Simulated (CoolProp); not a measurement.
Vapour-liquid equilibrium of m-xylene (1) + o-xylene (2) at 107.95 °C; x and y are mole fractions of (1).

Computed with CoolProp (multi-fluid Helmholtz-energy mixture model, Zhou 2012 and Zhou 2012; pair parameters Bell 2016).

```
x     bubble pressure, mixture model (MPa)  bubble pressure, Raoult's law (MPa)  y, mixture model  y, Raoult's law
----  ------------------------------------  -----------------------------------  ----------------  ---------------
0.05                               0.03489                              0.03492             0.057            0.058
0.15                               0.03546                              0.03552             0.170            0.171
0.25                               0.03606                              0.03611             0.280            0.281
0.35                               0.03667                              0.03670             0.387            0.387
0.45                               0.03729                              0.03730             0.490            0.489
0.55                               0.03792                              0.03789             0.590            0.589
0.65                               0.03854                              0.03848             0.686            0.685
0.75                               0.03914                              0.03908             0.778            0.778
0.85                               0.03973                              0.03967             0.868            0.869
0.95                               0.04029                              0.04026             0.956            0.957
```

The largest gap from Raoult's law is +0.2 % in bubble pressure, at x = 0.75. No azeotrope shows between x = 0.05 and 0.95.

The pair parameters rest on a limited set of measurements; away from them the model extrapolates.
